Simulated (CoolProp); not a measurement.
Values from CoolProp's reference Helmholtz-energy equation of state, Bücker 2006.

### Question
Give the vapour pressure (bar), liquid cp (kJ/(kg K)), vapour Z, vapour viscosity (µPa s) of saturated ethane at 228.5, 244, 250.6 K.

### Answer
| T (K) | p (bar) | liquid cp (kJ/(kg K)) | vapour Z | vapour viscosity (µPa s) |
|---|---|---|---|---|
| 228.5 | 6.65 | 2.72 | 0.873 | 7.41 |
| 244 | 10.9 | 2.90 | 0.821 | 8.06 |
| 250.6 | 13.2 | 3.00 | 0.795 | 8.37 |

Viscosity comes from a separate model (Friend 1991).
